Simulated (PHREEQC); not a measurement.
**Ultrapure water in contact with air or piping (model solution)**

Model water analysis in mmol/kgw, 25 °C, pH 6.41, pe 9:

| constituent | mmol/kgw |
|---|---|
| Na | 0.00138 |
| K | 4.36e-05 |
| Ca | 0.00129 |
| Mg | 0.00143 |
| Cl | 0.00296 |
| S(6) | 0.000517 |
| Alkalinity (meq/kgw) | 0.00271 |
| Si | 0.000105 |
| Ni | 9.71e-06 |
| Cd | 1.18e-06 |

Valence states are taken as typed.

Model: ion-association model, wateq4f.dat, run in PHREEQC.

Each row changes one thing in this solution. Precipitation was switched off in this run.

```tsv
case	HCO3- (mol/kgw)	CO2 (mol/kgw)	CO3-2 (mol/kgw)	MgSO4 (mol/kgw)	CaSO4 (mol/kgw)	MgHCO3+ (mol/kgw)	SI of Quartz (SiO2)
as made	3.07e-6	2.68e-6	3.75e-10	1.68e-10	1.29e-10	5.07e-11	-3.00
all concentrations times 4 at the same typed pH	1.12e-5	[?]	1.38e-9	2.61e-9	2.00e-9	7.25e-10	-2.40
Mg from 0.00143 to 0.000715 mmol/kgw	3.07e-6	2.68e-6	3.74e-10	8.42e-11	1.29e-10	[?]	-3.00
temperature from 25 to 75 °C at the same typed pH	2.60e-6	2.11e-6	5.06e-10	[?]	1.92e-10	6.55e-11	-3.63
pH from 6.41 to 7.41 at the same alkalinity	2.48e-6	2.16e-7	3.03e-9	1.68e-10	1.29e-10	4.09e-11	-3.00
```

Q: Some entries are withheld; supply them.

A: 
- all concentrations times 4 at the same typed pH, CO2 (mol/kgw): 9.69e-6
- Mg from 0.00143 to 0.000715 mmol/kgw, MgHCO3+ (mol/kgw): 2.53e-11
- temperature from 25 to 75 °C at the same typed pH, MgSO4 (mol/kgw): 5.04e-10

Away from 25 °C the constants follow the database's enthalpies or fits; those with neither stay at their 25 °C values.
